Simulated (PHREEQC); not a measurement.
A made-up water analysis in mg/L, 25 °C, pH 7.7, pe 11.4:

| constituent | mg/L |
|---|---|
| Na | 15.2 |
| K | 16.9 |
| Ca | 2.03 |
| Mg | 10.9 |
| Cl | 23.3 |
| S(6) as SO4 | 0.0481 |
| Alkalinity as HCO3 | 87.6 |
| Cd | 0.906 |
| Sr | 0.59 |
| Pb | 0.184 |
| Ni | 0.556 |
| Cu(2) | 0.134 |

Valence states are taken as typed.

Model: ion-association model, wateq4f.dat, run in PHREEQC.

Each row changes one thing in this solution. No solid was allowed to form.

```tsv
case	HCO3- (mol/kgw)	CO2 (mol/kgw)	NiCO3 (mol/kgw)	Cd+2 (mol/kgw)	MgHCO3+ (mol/kgw)	CO3-2 (mol/kgw)	SI of Malachite (Cu2(OH)2CO3)	SI of Cerrusite (PbCO3)
as made	0.00139	5.92e-5	8.85e-6	7.38e-6	5.80e-6	3.86e-6	+0.01	-0.19
pH from 7.7 to 6.7 at the same alkalinity	0.00141	0.000599	5.83e-6	7.42e-6	5.88e-6	3.91e-7	-0.53	-0.33
all concentrations times 2 at the same typed pH	0.00277	0.000115	1.79e-5	1.38e-5	2.10e-5	8.14e-6	+0.72	+0.11
```

Species that the database lacks are ignored. Some of these states are supersaturated (in Otavite, Tenorite (slow to form), Malachite, for instance). The database's constant for dissolved Cu(OH)2 is higher than later reviews accept. The database's nickel carbonate constants are estimates that later reviews lower a good deal.
